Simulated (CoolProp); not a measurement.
1-butene along the isotherm 20.95 °C: Z from the reference equation and from simpler models built on Tc = 146.1 °C, pc = 4.006 MPa, ω = 0.192; each cubic takes its own stable root.

Model: reference Helmholtz-energy equation of state, Lemmon 2005, in CoolProp. It is a short technical equation, of lower accuracy than the large ones.

| p (MPa) | phase | reference |
|---|---|---|
| 0.0633 | gas | 0.9819 |
| 0.13 | gas | 0.9621 |
| 0.548 | liquid | 0.02118 |
| 1.13 | liquid | 0.04359 |
| 2.31 | liquid | 0.08881 |
| 4.75 | liquid | 0.1814 |
| 9.75 | liquid | 0.3677 |
| 20 | liquid | 0.7384 |

Task: How far does each simpler model (van der Waals, Redlich-Kwong, Soave-Redlich-Kwong, Peng-Robinson) lie from the reference over these 8 states: mean and median of the absolute difference, and the worst?

Result: 
- van der Waals: mean 552.8 %, median 55.9 %, worst +4136.1 % at 20.95 °C and 0.548 MPa
- Redlich-Kwong: mean 7.6 %, median 9.6 %, worst +11.3 % at 20.95 °C and 0.548 MPa
- Soave-Redlich-Kwong: mean 5.7 %, median 7.2 %, worst +8.2 % at 20.95 °C and 0.548 MPa
- Peng-Robinson: mean 3.7 %, median 4.6 %, worst -5.6 % at 20.95 °C and 20 MPa

At some of these states van der Waals gives the other phase, because its saturation line lies elsewhere.
